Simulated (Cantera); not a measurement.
What does this Cantera script print?

```python
import numpy as np
import cantera as ct

gas_names = [...]  # 110 gases of nasa_gas.yaml made of C, H, O
cond_names = """
    C(gr) C6H6(L) C7H8(L) C8H18(L),n-octa H2O(s) H2O(L)
""".split()


# ... load() reads the species with a 1 bar reference pressure and builds the phases ...
atoms = {
    'acetone': {'C': 3, 'H': 6, 'O': 1},
    'H2': {'H': 2},
}
top_T = {'C(gr)': 4500}  # K; cautious upper limits of use, not melting points


# ... equilibrate(T, P, feed) seeds the gas with the atoms and calls Mixture.equilibrate('TP', solver="vcs", rtol=1e-11, max_steps=5000) ...
results = []
feed = {'acetone': 1, 'H2': 5.3}  # mol
P = 60000  # Pa
for T in [725, 775, 825, 875, 925, 975, 1025, 1075, 1125, 1175, 1225]:
    mix = equilibrate(T, P, feed)
    results.append((T, P, feed, dict(zip(mix.species_names, mix.species_moles))))
    x = sorted(zip(gas.X, gas.species_names), reverse=True)
    print(f"T = {T:g} K  P = {P:g} Pa  gas = {mix.phase_moles(0):.4g} mol")
    print("   x: " + "  ".join(f"{s} {v:.3e}" for v, s in x if v > 0.0001))
    print("   condensed (mol): " + ("  ".join(f"{mix.phase(i).name} {mix.phase_moles(i):.4g}"
          for i in range(1, mix.n_phases) if mix.phase_moles(i) > 1e-12) or "none"))
```

It prints:

```
T = 725 K  P = 60000 Pa  gas = 5.765 mol
   x: CH4 4.530e-01  H2 3.836e-01  H2O 1.501e-01  CO2 9.994e-03  CO 3.393e-03
   condensed (mol): C(gr) 0.3111
T = 775 K  P = 60000 Pa  gas = 6.324 mol
   x: H2 5.205e-01  CH4 3.325e-01  H2O 1.269e-01  CO2 1.109e-02  CO 9.005e-03
   condensed (mol): C(gr) 0.7702
T = 825 K  P = 60000 Pa  gas = 6.96 mol
   x: H2 6.432e-01  CH4 2.246e-01  H2O 1.002e-01  CO 2.058e-02  CO2 1.145e-02
   condensed (mol): C(gr) 1.214
T = 875 K  P = 60000 Pa  gas = 7.599 mol
   x: H2 7.365e-01  CH4 1.421e-01  H2O 7.153e-02  CO 3.971e-02  CO2 1.018e-02
   condensed (mol): C(gr) 1.541
T = 925 K  P = 60000 Pa  gas = 8.166 mol
   x: H2 7.980e-01  CH4 8.670e-02  CO 6.314e-02  H2O 4.494e-02  CO2 7.190e-03
   condensed (mol): C(gr) 1.718
T = 975 K  P = 60000 Pa  gas = 8.598 mol
   x: H2 8.351e-01  CO 8.325e-02  CH4 5.258e-02  H2O 2.507e-02  CO2 3.994e-03
   condensed (mol): C(gr) 1.798
T = 1025 K  P = 60000 Pa  gas = 8.88 mol
   x: H2 8.569e-01  CO 9.577e-02  CH4 3.238e-02  H2O 1.306e-02  CO2 1.893e-03
   condensed (mol): C(gr) 1.845
T = 1075 K  P = 60000 Pa  gas = 9.046 mol
   x: H2 8.698e-01  CO 1.021e-01  CH4 2.047e-02  H2O 6.735e-03  CO2 8.502e-04
   condensed (mol): C(gr) 1.883
T = 1125 K  P = 60000 Pa  gas = 9.142 mol
   x: H2 8.777e-01  CO 1.051e-01  CH4 1.333e-02  H2O 3.557e-03  CO2 3.871e-04
   condensed (mol): C(gr) 1.914
T = 1175 K  P = 60000 Pa  gas = 9.198 mol
   x: H2 8.825e-01  CO 1.064e-01  CH4 8.949e-03  H2O 1.953e-03  CO2 1.840e-04
   condensed (mol): C(gr) 1.937
T = 1225 K  P = 60000 Pa  gas = 9.232 mol
   x: H2 8.856e-01  CO 1.070e-01  CH4 6.179e-03  H2O 1.118e-03
   condensed (mol): C(gr) 1.954
```

Cantera equilibrium calculation (NASA polynomials, part measured and part estimated; ideal gas, pure solids and liquids). The feed counts by its element totals alone.
